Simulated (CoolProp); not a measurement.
R1132(E) along the isotherm 126.85 °C: fugacity coefficient from the reference equation and from simpler models built on Tc = 75.7 °C, pc = 51.74 bar, ω = 0.245; each cubic takes its own stable root.

Computed with CoolProp (reference Helmholtz-energy equation of state, Akasaka 2024).

```json
[
 {"p (bar)": "5.42", "phase": "gas", "reference": "0.9776"},
 {"p (bar)": "10.8", "phase": "gas", "reference": "0.9556"},
 {"p (bar)": "16.2", "phase": "gas", "reference": "0.9338"},
 {"p (bar)": "21.7", "phase": "gas", "reference": "0.9118"},
 {"p (bar)": "27.1", "phase": "gas", "reference": "0.8904"},
 {"p (bar)": "32.5", "phase": "gas", "reference": "0.8693"},
 {"p (bar)": "37.9", "phase": "gas", "reference": "0.8484"},
 {"p (bar)": "43.3", "phase": "gas", "reference": "0.8278"},
 {"p (bar)": "48.8", "phase": "gas", "reference": "0.8070"},
 {"p (bar)": "54.2", "phase": "supercritical", "reference": "0.7868"},
 {"p (bar)": "59.6", "phase": "supercritical", "reference": "0.7668"},
 {"p (bar)": "65", "phase": "supercritical", "reference": "0.7471"}
]
```

Question: How far does each simpler model (Redlich-Kwong, Peng-Robinson) lie from the reference over these 12 states: mean and median of the absolute difference, and the worst?

Answer: 
- Redlich-Kwong: mean 0.9 %, median 0.9 %, worst -1.7 % at 126.85 °C and 65 bar
- Peng-Robinson: mean 1.6 %, median 1.7 %, worst -2.6 % at 126.85 °C and 65 bar
